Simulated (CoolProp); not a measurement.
Computed with CoolProp (reference Helmholtz-energy equation of state, Thol 2018).

Question: For hydrogen chloride, give the phase and the density (kg/m³), cp (kJ/(kg K)), expansivity (1/kK), fugacity coefficient at 192.45 °C and 14400 kPa; 192.45 °C and 20800 kPa.

Answer: 
- 192.45 °C and 14400 kPa: supercritical; density 165, cp 1.19, expansivity 3.99, fugacity coefficient 0.822
- 192.45 °C and 20800 kPa: supercritical; density 254, cp 1.42, expansivity 4.84, fugacity coefficient 0.763
